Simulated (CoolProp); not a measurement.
A simple Rankine cycle with water: condensing at 333.15 K, boiler at 6.65 MPa, turbine inlet 570.6 K, turbine efficiency 0.65, pump efficiency 0.6, no recuperator. Each further row changes one setting.

Values from CoolProp's reference Helmholtz-energy equation of state, Wagner 2002.

```csv
case,thermal efficiency (%),net work (kJ/kg),heat in (kJ/kg),turbine exit temperature (K),volume ratio over the turbine
as stated,21.8,564,2580,333.1,210
turbine inlet 590.6 K,___,585,___,333.1,199
condensing temperature 325.15 K,22.6,591,2620,325.2,299
boiler pressure 4.66 MPa,21.0,561,2670,333.1,140
turbine efficiency 0.55,18.4,___,2580,333.1,219
```

Problem. Complete the blanks.

Solution. 
- turbine inlet 590.6 K, thermal efficiency (%): 22.0
- turbine inlet 590.6 K, heat in (kJ/kg): 2660
- turbine efficiency 0.55, net work (kJ/kg): 476

The expansion ends wet for: as stated; turbine inlet 590.6 K; condensing temperature 325.15 K; boiler pressure 4.66 MPa; turbine efficiency 0.55.
